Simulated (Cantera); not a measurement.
An adiabatic, constant-pressure homogeneous reactor starts with 13.7 % CH4, 16.1 % O2, 60.4 % N2, 9.84 % H2O, equivalence ratio 1.7, at 1100 K and 500000 Pa.

Cantera simulation using GRI-Mech 3.0 (53 species, 325 reactions); the numbers are that mechanism's predictions, not measurements.

Problem. Predict: time of steepest temperature rise; temperature at 0.100 s; equilibrium temperature; x(O2) at 0.100 s; x(H2O) at 0.100 s; x(N2O) at 0.100 s; x(OH) at 0.100 s.

Solution. 
```json
{
 "time_of_steepest_temperature_rise": "53.1 ms",
 "temperature at 0.100 s": "2262 K",
 "equilibrium_temperature": "2262 K",
 "x(O2) at 0.100 s": "2.25e-6 (gas-phase equilibrium 2.25e-6)",
 "x(H2O) at 0.100 s": "0.222 (gas-phase equilibrium 0.222)",
 "x(N2O) at 0.100 s": "4.12e-9 (gas-phase equilibrium 4.07e-9)",
 "x(OH) at 0.100 s": "0.000363 (gas-phase equilibrium 0.000363)"
}
```
